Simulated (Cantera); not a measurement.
A Cantera script and what it prints.

```python
import numpy as np
import cantera as ct

gas_names = """
    CL CL2 H HCL H2 N NH NH2 NH3 N2 N2H2 N2H4 Si SiCL SiCL2 SiCL3 SiCL4 SiH SiHCL3 SiH2 SiH2CL2 SiH3
    SiH3CL SiH4 SiN Si2 Si2N Si3
""".split()
cond_names = """
    NH4CL(a) NH4CL(b) Si(cr) Si(L) Si3N4(a)
""".split()


# ... load() reads the species with a 1 bar reference pressure and builds the phases ...
atoms = {
    'SiH2Cl2': {'Si': 1, 'H': 2, 'CL': 2},
    'N2': {'N': 2},
}
top_T = {'Si3N4(a)': 2400}  # K; cautious upper limits of use, not melting points


# ... equilibrate(T, P, feed) seeds the gas with the atoms and calls Mixture.equilibrate('TP', solver="vcs", rtol=1e-11, max_steps=5000) ...
results = []
feed = {'SiH2Cl2': 1, 'N2': 1.4}  # mol
P = 133.322  # Pa
for T in [748, 948, 1148, 1348, 1548, 1748, 1948]:
    mix = equilibrate(T, P, feed)
    results.append((T, P, feed, dict(zip(mix.species_names, mix.species_moles))))

top = {s: max(r[3][s] / sum(r[3][g] for g in gas_names) for r in results) for s in gas_names}
cols = sorted((s for s in top if top[s] > 0.001), key=lambda s: -top[s])[:5]
seen = [c for c in cond_names if any(r[3].get(c, 0) > 1e-12 for r in results)]
print("log10 of partial pressures in bar; condensed amounts in mol")
print(f"{'T/K':>10s}" + "".join(f"{s[:9]:>10s}" for s in cols + seen))
for T, P, feed, n in results:
    ng = sum(n[g] for g in gas_names)
    print(f"{T:10.4g}" + "".join(f"{np.log10(max(n[s] / ng * P / 1e5, 1e-99)):10.3f}" for s in cols)
          + "".join(f"{n.get(c, 0):10.4g}" for c in seen))
```

It prints:

```
log10 of partial pressures in bar; condensed amounts in mol
       T/K       HCL        N2        H2     SiCL2     SiCL4     Si(L)  Si3N4(a)
       748    -3.330    -3.337    -3.568   -12.510    -3.869         0    0.2439
       948    -3.261    -3.353    -3.644    -8.364    -3.946         0    0.2578
      1148    -3.226    -3.362    -3.695    -5.694    -4.016         0    0.2644
      1348    -3.277    -3.350    -3.692    -4.030    -4.450         0    0.2228
      1548    -3.597    -3.302    -3.534    -3.554    -6.232         0    0.1043
      1748    -3.778    -3.262    -3.515    -3.518    -7.697    0.2116         0
      1948    -3.754    -3.275    -3.550    -3.551    -8.526    0.1676         0
```

Equilibrium computed with Cantera from the NASA thermochemical tables; the gas is ideal and each condensed phase is pure. N2 is the only nitrogen source here; it is nearly inert below about 1500 K, so the nitride shown seldom forms there in practice. The tables' values for SiCl3, SiCl, SiN are old estimates; treat these amounts as uncertain. Gases not in the tables: Si2H6 and higher silanes.
